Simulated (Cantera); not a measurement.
A freely propagating, adiabatic, planar premixed flame of CH4 : CO : O2 : N2 = 1 : 0.5 : 1.73 : 6.51 (molar parts), equivalence ratio 1.3, unburnt at 400 K and 9.87 atm; mixture-averaged transport, grid criteria slope 0.08 and curve 0.16, no radiation.

Cantera simulation using GRI-Mech 3.0 (53 species, 325 reactions); the numbers are that mechanism's predictions, not measurements. Burning velocities carry a grid error of a few per cent, more on coarse grids.

### Question
What does this change do: inlet temperature 400 to 600 K?

### Answer
| quantity | before | after |
|---|---|---|
| laminar burning velocity | 17.0 cm/s | 47.1 cm/s |
| thermal thickness | 0.117 mm | 0.0715 mm |
| peak x(C2H2) | 0.000888 | 0.000810 |
| peak x(C2H6) | 0.000832 | 0.000986 |
| peak x(HCN) | 2.27e-5 | 2.78e-5 |

### Question
What does this change do: 0.079 parts H2O added?

### Answer
```
quantity                     before      after
------------------------  ---------  ---------
laminar burning velocity  17.0 cm/s  16.1 cm/s
thermal thickness          0.117 mm   0.123 mm
peak x(C2H2)               0.000888   0.000915
peak x(C2H6)               0.000832   0.000814
peak x(HCN)                 2.27e-5    2.08e-5
```
